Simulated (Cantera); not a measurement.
Charge: 1 mol SiH4, 0.45 mol O3, 3.3 mol N2, 29 mol CO2, at 0.00133 bar.

Equilibrium computed with Cantera from the NASA thermochemical tables; the gas is ideal and each condensed phase is pure. Candidate condensed phases: C, C6H6, C7H8, C8H18, H2O, Si, SiC, SiO2, Si2N2O, Si3N4; 151 gas species. The tables hold silica as quartz up to 1696 K and as liquid above; real silica turns to tridymite and cristobalite and melts near 1996 K. Equilibrium is a limit: real reactors are often held back by kinetics, nucleation or transport.

### Question
Which condensed phases are stable at each of these points (T (K)): 823, 898, 973, 1048, 1123, 1198, 1273, 1348, 1423, 1498, 1573, 1648, 1723, 1798?

### Answer
```csv
T (K),condensed phases,Si condensed (%)
823,SiO2(α-quartz),100.0
898,SiO2(β-quartz),100.0
973,SiO2(β-quartz),100.0
1048,SiO2(β-quartz),100.0
1123,SiO2(β-quartz),100.0
1198,SiO2(β-quartz),100.0
1273,SiO2(β-quartz),100.0
1348,SiO2(β-quartz),100.0
1423,SiO2(β-quartz),100.0
1498,SiO2(β-quartz),100.0
1573,SiO2(β-quartz),100.0
1648,SiO2(β-quartz),100.0
1723,SiO2(condensed),100.0
1798,SiO2(condensed),99.8
```

At 823 K the condensed part is SiO2(α-quartz). From 898 K to 1648 K the condensed part is SiO2(β-quartz). From 1723 K to 1798 K the condensed part is SiO2(condensed).
